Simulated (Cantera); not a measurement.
Feed: 1 mol Si3N4, 0.14 mol N2O, 1.8 mol N2, held at 1625 °C.

Equilibrium computed with Cantera from the NASA thermochemical tables; the gas is ideal and each condensed phase is pure. Candidate condensed phases: Si, SiO2, Si2N2O, Si3N4; 16 gas species. Mutual solubility and eutectic melting of coexisting phases are not modelled. The tables' values for SiN are old estimates; treat these amounts as uncertain. The numbers say what is thermodynamically allowed, not how fast it happens.

x: gas mole fraction; n: condensed amount in mol.

```json
[
 {"P (Pa)": "0.100", "x N2": "0.568", "x Si": "0.412", "x SiO": "0.0202", "x Si2": "…", "x Si2N": "5.08e-6", "x Si3": "8.35e-7", "x SiN": "0.000104", "n Si(l)": "0", "n Si2N2O(s)": "0", "n Si3N4(s)": "0"},
 {"P (Pa)": "0.600", "x N2": "0.568", "x Si": "0.411", "x SiO": "0.0202", "x Si2": "…", "x Si2N": "7.42e-5", "x Si3": "2.98e-5", "x SiN": "0.000255", "n Si(l)": "0", "n Si2N2O(s)": "0", "n Si3N4(s)": "0"},
 {"P (Pa)": "3.60", "x N2": "0.632", "x Si": "0.341", "x SiO": "0.0225", "x Si2": "…", "x Si2N": "0.000794", "x Si3": "0.000616", "x SiN": "0.000548", "n Si(l)": "0.675", "n Si2N2O(s)": "0", "n Si3N4(s)": "0"},
 {"P (Pa)": "22", "x N2": "0.911", "x Si": "0.0558", "x SiO": "0.0324", "x Si2": "…", "x Si2N": "0.000386", "x Si3": "0.000101", "x SiN": "0.000266", "n Si(l)": "2.61", "n Si2N2O(s)": "0", "n Si3N4(s)": "0"},
 {"P (Pa)": "130", "x N2": "0.956", "x Si": "0.00945", "x SiO": "0.0340", "x Si2": "…", "x Si2N": "0.000163", "x Si3": "1.71e-5", "x SiN": "0.000112", "n Si(l)": "2.82", "n Si2N2O(s)": "0", "n Si3N4(s)": "0"},
 {"P (Pa)": "770", "x N2": "0.964", "x Si": "0.00160", "x SiO": "0.0343", "x Si2": "…", "x Si2N": "6.71e-5", "x Si3": "2.88e-6", "x SiN": "4.63e-5", "n Si(l)": "2.85", "n Si2N2O(s)": "0", "n Si3N4(s)": "0"},
 {"P (Pa)": "4600", "x N2": "0.970", "x Si": "0.000248", "x SiO": "0.0297", "x Si2": "…", "x Si2N": "2.38e-5", "x Si3": "3.88e-7", "x SiN": "1.77e-5", "n Si(l)": "0", "n Si2N2O(s)": "0.0786", "n Si3N4(s)": "0.927"},
 {"P (Pa)": "28000", "x N2": "0.997", "x Si": "1.20e-5", "x SiO": "0.00265", "x Si2": "…", "x Si2N": "8.48e-7", "x Si3": "1.63e-9", "x SiN": "2.14e-6", "n Si(l)": "0", "n Si2N2O(s)": "0.135", "n Si3N4(s)": "0.908"},
 {"P (Pa)": "170000", "x N2": "1.000", "x Si": "5.94e-7", "x SiO": "0.000239", "x Si2": "…", "x Si2N": "3.10e-8", "x Si3": "7.23e-12", "x SiN": "2.60e-7", "n Si(l)": "0", "n Si2N2O(s)": "0.140", "n Si3N4(s)": "0.907"},
 {"P (Pa)": "1000000", "x N2": "1.000", "x Si": "3.10e-8", "x SiO": "2.25e-5", "x Si2": "…", "x Si2N": "1.20e-9", "x Si3": "<1e-12", "x SiN": "3.30e-8", "n Si(l)": "0", "n Si2N2O(s)": "0.140", "n Si3N4(s)": "0.907"}
]
```

Task: Some entries are withheld; supply them.

Result: 
- 0.100, x Si2: 0.000110
- 0.600, x Si2: 0.000658
- 3.60, x Si2: 0.00273
- 22, x Si2: 0.000446
- 130, x Si2: 7.55e-5
- 770, x Si2: 1.28e-5
- 4600, x Si2: 1.85e-6
- 28000, x Si2: 2.63e-8
- 170000, x Si2: 3.90e-10
- 1000000, x Si2: 6.24e-12
